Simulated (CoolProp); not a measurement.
Saturation properties of ethanol (Tc = 514.7 K, pc = 6268 kPa, ω = 0.644).

Model: reference Helmholtz-energy equation of state, Schroeder 2014, in CoolProp.

```csv
T (K),p (kPa),liquid density (kg/m³),enthalpy of vaporisation (kJ/kg),liquid conductivity (mW/(m K))
384.5,326.4,701.2,787.5,149
387.9,363.5,697.2,780.1,149
391.2,402.6,693.2,772.6,148
394.5,445.1,689.1,764.9,148
397.8,491.0,684.9,757.0,147
401.1,540.6,680.7,748.9,146
404.5,595.9,676.2,740.3,146
407.8,653.6,671.7,731.8,145
411.1,715.7,667.1,722.9,145
414.4,782.3,662.4,713.9,144
417.7,853.7,657.6,704.6,144
```

It boils at 351.6 K under 1 atm.

Thermal conductivity comes from a separate model (Assael 2013).
